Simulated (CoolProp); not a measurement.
Carbonyl sulfide along the isotherm 424.4 K: density (kg/m³) from the reference equation and from simpler models built on Tc = 378.8 K, pc = 6.369 MPa, ω = 0.098; each cubic takes its own stable root.

The numbers come from the reference Helmholtz-energy equation of state, Lemmon 2006 in CoolProp. It is a short technical equation, of lower accuracy than the large ones.

```csv
p (MPa),phase,reference,ideal gas,van der Waals,Redlich-Kwong
0.955,gas,16.87,16.26,16.84,16.89
1.91,gas,35.10,32.52,35.01,35.20
2.87,gas,55.12,48.86,54.92,55.33
3.82,gas,76.99,65.04,76.69,77.34
4.78,gas,101.7,81.38,101.5,102.2
5.73,gas,129.6,97.55,129.7,130.3
6.69,supercritical,162.3,113.9,163.9,163.2
7.64,supercritical,200.8,130.1,206.5,201.7
8.6,supercritical,248.0,146.4,263.8,248.5
9.55,supercritical,304.8,162.6,331.8,303.1
```
